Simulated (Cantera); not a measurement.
A perfectly stirred reactor is fed with 3.14 % CH₄, 11.4 % O₂, 80.0 % N₂, 2.04 % H₂O, 3.45 % H₂, equivalence ratio 0.70, at 1.00 atm; it is adiabatic with a 800 K inlet, and is followed from long to short residence time, starting on the burning branch (τ in s: 0.12, 0.042, 0.015, 0.005, 0.0017, 0.00059, 0.0002, 7e-05, 2.4e-05, 8.3e-06).

Computed with Cantera and GRI-Mech 3.0 (53 species, 325 reactions).

One state of this run: T (K) = 1707; x CH₄ = 4.39e-5; x O₂ = 0.0355; x H₂O = 0.116; x N₂O = 3.52e-7; x C₂H₂ = 3.81e-9; x C₂H₄ = 9.68e-9; x O = 0.000788. x: mole fraction; the columns are a selection and need not sum to one.

**Question.** Which value of τ (s) does it belong to?
(A) 7.0e-5
(B) 0.12
(C) 0.0017
(D) 0.0050

**Answer.** D, 0.0050
